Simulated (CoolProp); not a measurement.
C2F6 (R116) at 341.87 K and 0.121 MPa flows at 1.2 m/s in a round tube of 10 mm bore and 15 µm roughness, fully developed (64/Re and Nu = 3.66 if laminar; Colebrook and Gnielinski if turbulent). Each further row changes one setting.

Model: reference Helmholtz-energy equation of state, Lemmon 2006, in CoolProp. It is a short technical equation, of lower accuracy than the large ones.

```tsv
case	Reynolds number	Darcy friction factor	pressure drop (Pa/m)	heat-transfer coefficient (W/(m² K))	mass flow (kg/h)
as stated	4410	0.0403	17.2	27.8	2.01
velocity 2.4 m/s	8820	0.0340	58.0	52.9	4.02
diameter 20 mm	8820	0.0330	7.03	25.6	8.04
```

Viscosity comes from a separate model (Huber 2003), an estimate that may be off by 10 % or more. Thermal conductivity comes from a separate model (Huber 2003), an estimate that may be off by 10 % or more.
